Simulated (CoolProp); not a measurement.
Properties of tetrahydrofuran along the isobar 0.101 MPa (Tc = 267.0 °C, pc = 5.304 MPa, ω = 0.234).

Computed with CoolProp (reference Helmholtz-energy equation of state, Fiedler 2023).

```json
[
 {"T (°C)": "27.25", "phase": "liquid", "Z": "(withheld)", "isothermal compressibility (1/MPa)": "0.001019", "fugacity coefficient": "0.2346"},
 {"T (°C)": "39.55", "phase": "liquid", "Z": "0.003235", "isothermal compressibility (1/MPa)": "0.001131", "fugacity coefficient": "0.3871"},
 {"T (°C)": "51.75", "phase": "liquid", "Z": "(withheld)", "isothermal compressibility (1/MPa)": "0.001260", "fugacity coefficient": "(withheld)"},
 {"T (°C)": "64.05", "phase": "liquid", "Z": "0.003100", "isothermal compressibility (1/MPa)": "(withheld)", "fugacity coefficient": "(withheld)"},
 {"T (°C)": "76.35", "phase": "gas", "Z": "(withheld)", "isothermal compressibility (1/MPa)": "10.17", "fugacity coefficient": "(withheld)"},
 {"T (°C)": "88.65", "phase": "gas", "Z": "0.9770", "isothermal compressibility (1/MPa)": "10.14", "fugacity coefficient": "0.9775"},
 {"T (°C)": "100.85", "phase": "gas", "Z": "0.9793", "isothermal compressibility (1/MPa)": "10.12", "fugacity coefficient": "0.9797"},
 {"T (°C)": "113.15", "phase": "gas", "Z": "0.9812", "isothermal compressibility (1/MPa)": "10.09", "fugacity coefficient": "0.9816"},
 {"T (°C)": "125.45", "phase": "gas", "Z": "0.9830", "isothermal compressibility (1/MPa)": "10.08", "fugacity coefficient": "0.9833"},
 {"T (°C)": "137.65", "phase": "gas", "Z": "0.9845", "isothermal compressibility (1/MPa)": "10.06", "fugacity coefficient": "0.9847"},
 {"T (°C)": "149.95", "phase": "gas", "Z": "0.9859", "isothermal compressibility (1/MPa)": "10.04", "fugacity coefficient": "0.9861"}
]
```

Q: Some entries are withheld; supply them.

A: 
- 27.25, Z: 0.003315
- 51.75, Z: 0.003164
- 51.75, fugacity coefficient: 0.6077
- 64.05, isothermal compressibility (1/MPa): 0.001410
- 64.05, fugacity coefficient: 0.9191
- 76.35, Z: 0.9744
- 76.35, fugacity coefficient: 0.9751
